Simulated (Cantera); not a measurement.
Charge: 1 mol Cu, 7.9 mol CO, 1.1 mol H2, equilibrated at 22.0 mbar.

Equilibrium computed with Cantera from the NASA thermochemical tables; the gas is ideal and each condensed phase is pure. Candidate condensed phases: C, C6H6, C7H8, C8H18, Cu, CuO, Cu(OH)2, Cu2O, H2O; 113 gas species. Rates play no part.

log p: log10 of the partial pressure in bar; n: condensed amount in mol.

```csv
T (K),log p CO,log p CO2,log p H2,log p Cu,log p H2O,log p H,log p CH4,n C(graphite),n Cu(s),n Cu(l)
700,-2.71,-1.82,-2.59,<-13,-2.67,<-13,-4.25,3.96,1.00,0
800,[?],[?],-2.50,<-13,[?],[?],[?],[?],1.00,0
900,-1.76,[?],-2.55,[?],[?],[?],[?],[?],1.00,0
1000,-1.72,-3.69,-2.57,-10.81,-4.69,-9.93,-6.16,0.0915,1.00,0
1100,-1.72,-4.48,-2.57,-9.23,-5.33,-8.87,-6.59,0.0152,1.00,0
1200,-1.71,-5.15,-2.57,-7.91,-5.87,-7.99,-6.94,0.00338,1.000,0
1300,-1.71,-5.71,-2.57,-6.80,-6.32,-7.24,-7.25,0.000958,1.000,0
1400,-1.71,-6.19,-2.57,-5.87,-6.71,-6.60,-7.51,0,0,0.999
1500,-1.71,-6.61,-2.57,-5.08,-7.05,-6.04,-7.73,0,0,0.997
1600,-1.72,-6.96,-2.57,-4.40,-7.34,-5.55,-7.94,0,0,0.984
1700,-1.72,-7.04,-2.57,-3.80,-7.37,-5.12,-8.35,0,0,0.934
1800,-1.73,-7.12,-2.58,-3.27,-7.40,-4.74,-8.73,0,0,0.772
1900,-1.75,-7.22,-2.61,-2.79,-7.45,-4.40,-9.12,0,0,0.282
2000,-1.76,-7.29,-2.62,-2.66,-7.49,-4.10,-9.44,0,0,0
```

Problem. Complete the blanks.

Solution. 
- 900, log p CO2: -2.77
- 900, log p Cu: -12.74
- 900, log p H2O: -3.93
- 900, log p H: -11.21
- 900, log p CH4: -5.62
- 900, n C(graphite): 0.683
- 800, log p CO: -2.03
- 800, log p CO2: -2.06
- 800, log p H2O: -3.16
- 800, log p H: -12.79
- 800, log p CH4: -4.88
- 800, n C(graphite): 2.70
